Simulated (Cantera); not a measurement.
Mixture: CH₄ : O₂ : N₂ = 1 : 1.67 : 6.27 (molar parts), equivalence ratio 1.2, at 1.00 bar, adiabatic and at constant volume. Ignition delay is the time to a rise of 400 K.

Detailed kinetics in Cantera: GRI-Mech 3.0 (53 species, 325 reactions).

### Question
What does this change do: pressure from 1.00 bar to 29.0 bar?

### Answer
```json
[
 {"quantity": "delay at 1225 K", "before": "33.6 ms", "after": "1.09 ms"},
 {"quantity": "delay at 1375 K", "before": "4.77 ms", "after": "0.221 ms"},
 {"quantity": "delay at 1525 K", "before": "0.924 ms", "after": "55.5 µs"},
 {"quantity": "delay at 1675 K", "before": "0.251 ms", "after": "16.2 µs"},
 {"quantity": "apparent activation energy between 1600 and 1750 K", "before": "180 kJ/mol", "after": "180 kJ/mol"}
]
```
The pressure lies above the range GRI-Mech 3.0 was tuned for (to about 10 atm).

### Question
What does this change do: constant pressure in place of constant volume?

### Answer
| quantity | before | after |
|---|---|---|
| delay at 1225 K | 33.6 ms | 35.5 ms |
| delay at 1375 K | 4.77 ms | 5.07 ms |
| delay at 1525 K | 0.924 ms | 0.982 ms |
| delay at 1675 K | 0.251 ms | 0.267 ms |
| apparent activation energy between 1600 and 1750 K | 180 kJ/mol | 180 kJ/mol |
